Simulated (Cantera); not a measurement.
A Cantera script and its output.

```python
import numpy as np
import cantera as ct

gas = ct.Solution("gri30.yaml")


def delay(T, t_max=10):
    gas.TPX = T, 90000, {'H2': 1, 'O2': 0.549, 'N2': 2.07, 'NO': 0.0079}
    reactor = ct.IdealGasConstPressureReactor(gas, clone=False)
    net = ct.ReactorNet([reactor])
    net.rtol, net.atol = 1e-8, 1e-16
    while net.time < t_max:
        t_old, T_old = net.time, reactor.T
        net.step()
        if reactor.T > T + 400:  # ignition: a rise of 400 K
            return t_old + (T + 400 - T_old) / (reactor.T - T_old) * (net.time - t_old)
    return np.nan


taus = []
for T in [1150, 1200, 1250, 1300, 1350, 1400, 1450, 1500]:
    taus.append(delay(T))
    print(f"T0 = {T:6g} K   tau = {taus[-1]:.4e} s")
```

Result:

```
T0 =   1150 K   tau = 6.7754e-05 s
T0 =   1200 K   tau = 5.1924e-05 s
T0 =   1250 K   tau = 4.1434e-05 s
T0 =   1300 K   tau = 3.4257e-05 s
T0 =   1350 K   tau = 2.9249e-05 s
T0 =   1400 K   tau = 2.5724e-05 s
T0 =   1450 K   tau = 2.3255e-05 s
T0 =   1500 K   tau = 2.1564e-05 s
```

Detailed kinetics in Cantera: GRI-Mech 3.0 (53 species, 325 reactions). The mechanism lacks 2 NO + O2 → 2 NO2 and HONO, so NO2 and the effect of NO are under-described below about 1400 K. Where the delays flatten at high temperature, the 400 K rule measures the pace of heat release, not the induction time.
